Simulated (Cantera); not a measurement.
Charge: 1 mol TiO2, 0.64 mol MgO, 0.14 mol O2, held at 477 °C and 23.0 mbar.

Method: chemical equilibrium by Gibbs-energy minimisation in Cantera with the NASA 1993 tables (ideal gas, pure condensed phases). Candidate condensed phases: Mg, MgO, MgTiO3, MgTi2O5, Mg2TiO4, Ti, TiO, TiO2, Ti2O3, Ti3O5, Ti4O7; 9 gas species. Condensed phases not in the tables: alloys, solid solutions and most ternary compounds. Kinetics and transport are ignored.

Base state: O2 1.00 (mole fractions); condensed: MgTiO3(s) + TiO2(rutile).

Question: What changes in the equilibrium state with this change: temperature from 477 °C to 1725 °C?

Answer: 
| species | before | after |
|---|---|---|
| O2 | 1.00 | 0.996 |
| O | <1e-9 | 0.00434 |
| MgTiO3(s), mol | 0.640 | 0 |
| TiO2(rutile), mol | 0.360 | 0 |
| MgTi2O5(l), mol | 0 | 0.453 |
| Mg2TiO4(s), mol | 0 | 0.0933 |
Mutual solubility and eutectic melting of coexisting phases are not modelled.

Question: What changes in the equilibrium state with this change: 0.0052 mol CH4 added?

Answer: 
```tsv
species	before	after
O2	1.00	0.893
H2O	0	0.0716
CO2	0	0.0358
MgTiO3(s), mol	0.640	0.640
TiO2(rutile), mol	0.360	0.360
```
Further candidate phases: C, C6H6, C7H8, C8H18, H2O, MgCO3, Mg(OH)2, TiC.
